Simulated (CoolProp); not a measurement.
Vapour-liquid equilibrium of R125 (1) + dimethyl ether (2) at -24.55 °C; x and y are mole fractions of (1).

Model: multi-fluid Helmholtz-energy mixture model, Lemmon 2005 and Wu 2011; pair parameters Bell 2016, in CoolProp.

Problem. Give the bubble pressure and the first vapour's composition at x = 0.35, 0.45, 0.85. Is there an azeotrope?

Solution. x = 0.35: 0.1317 MPa, y = 0.516; x = 0.45: 0.1463 MPa, y = 0.647; x = 0.85: 0.2415 MPa, y = 0.961. No azeotrope shows between x = 0.05 and 0.95.

Pair parameters are fitted to limited data, so mixtures are less certain than the pure fluids.
